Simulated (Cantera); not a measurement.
A Cantera script and its output.

```python
import numpy as np
import cantera as ct

gas = ct.Solution("h2o2.yaml")
gas.TPX = 448, 490000, {'H2': 1, 'O2': 0.14, 'N2': 0.696}
flame = ct.FreeFlame(gas, width=0.013)
flame.set_refine_criteria(ratio=3, slope=0.08, curve=0.16)
flame.transport_model = "mixture-averaged"
flame.solve(loglevel=0, auto=True)
z, T = flame.grid, flame.T
thick = (T[-1] - T[0]) / np.gradient(T, z).max()
show = ['H2', 'O2', 'H', 'HO2', 'H2O', 'O']
print(f"laminar burning velocity  {flame.velocity[0] * 100:.3f} cm/s")
print(f"burnt temperature         {T[-1]:.1f} K")
print(f"thermal thickness         {thick * 1e3:.4f} mm")
print(f"grid points               {len(z)}")
z0 = z[flame.heat_release_rate.argmax()]
print(f"{'z/mm':>9s}{'T/K':>9s}{'u/(m/s)':>9s}" + "".join(f"{s:>11s}" for s in show))
rows = []
for k in (-3, -2, -1.5, -1, -0.5, -0.25, 0, 0.25, 0.5, 1, 2, 4, 8):
    zz = z0 + k * thick
    rows.append([k * thick, np.interp(zz, z, T), np.interp(zz, z, flame.velocity),
                 *(np.interp(zz, z, flame.X[gas.species_index(s)]) for s in show)])
    print(f"{rows[-1][0] * 1e3:9.3f}{rows[-1][1]:9.1f}{rows[-1][2]:9.3f}" + "".join(f"{x:11.3e}" for x in rows[-1][3:]))
```

Result:

```
laminar burning velocity  219.703 cm/s
burnt temperature         1665.3 K
thermal thickness         0.0794 mm
grid points               113
     z/mm      T/K  u/(m/s)         H2         O2          H        HO2        H2O          O
   -0.238    448.1    2.197  5.446e-01  7.626e-02  4.390e-14  8.526e-09  4.094e-07  1.118e-11
   -0.159    448.8    2.200  5.444e-01  7.631e-02  6.959e-13  8.739e-08  3.692e-06  1.733e-10
   -0.119    451.6    2.210  5.436e-01  7.645e-02  1.033e-11  9.378e-07  3.227e-05  2.230e-09
   -0.079    468.9    2.279  5.398e-01  7.703e-02  6.324e-10  1.429e-05  3.834e-04  3.663e-08
   -0.040    635.7    2.990  5.173e-01  7.591e-02  5.251e-05  5.052e-04  1.074e-02  5.799e-06
   -0.020    907.6    4.176  4.895e-01  6.380e-02  1.375e-03  4.296e-04  4.136e-02  5.391e-05
    0.000   1187.0    5.405  4.581e-01  4.227e-02  6.059e-03  2.002e-04  8.581e-02  1.790e-04
    0.020   1371.2    6.236  4.333e-01  2.149e-02  1.163e-02  8.976e-05  1.249e-01  2.092e-04
    0.040   1467.9    6.678  4.200e-01  9.210e-03  1.446e-02  3.670e-05  1.476e-01  1.234e-04
    0.079   1543.9    7.017  4.134e-01  1.654e-03  1.403e-02  6.283e-06  1.617e-01  2.668e-05
    0.159   1591.8    7.218  4.146e-01  1.095e-04  1.010e-02  3.961e-07  1.650e-01  4.124e-06
    0.318   1624.8    7.352  4.173e-01  2.785e-06  6.020e-03  1.053e-08  1.656e-01  1.210e-06
    0.635   1645.0    7.433  4.193e-01  1.090e-07  3.246e-03  7.222e-10  1.659e-01  3.629e-07
```

Cantera simulation using the H2/O2 subset of GRI-Mech 3.0, which has no nitrogen chemistry; the numbers are that mechanism's predictions, not measurements. The hydrogen kinetics of GRI-Mech 3.0 are dated; newer H2 mechanisms differ, most at raised pressure. Burning velocities carry a grid error of a few per cent, more on coarse grids.
